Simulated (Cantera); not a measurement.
Charge: 1 mol C2H6, 0.031 mol NH3, equilibrated at 1198.15 K and 58.0 Pa.

These are equilibrium values from Cantera (NASA tables, ideal gas, pure condensed phases), not measurements of a reactor. Candidate condensed phases: C, C6H6, C7H8, C8H18; 92 gas species. Kinetics and transport are ignored.

Base state: H2 0.995, N2 0.00506 (mole fractions); condensed: C(graphite).

Question: What changes in the equilibrium state with this change: NH3 from 0.031 to 0.84 mol?

Answer: 
| species | before | after |
|---|---|---|
| H2 | 0.995 | 0.910 |
| N2 | 0.00506 | 0.0897 |
| HCN | 5.18e-6 | 2.09e-5 |
| C(graphite), mol | 2.00 | 2.00 |
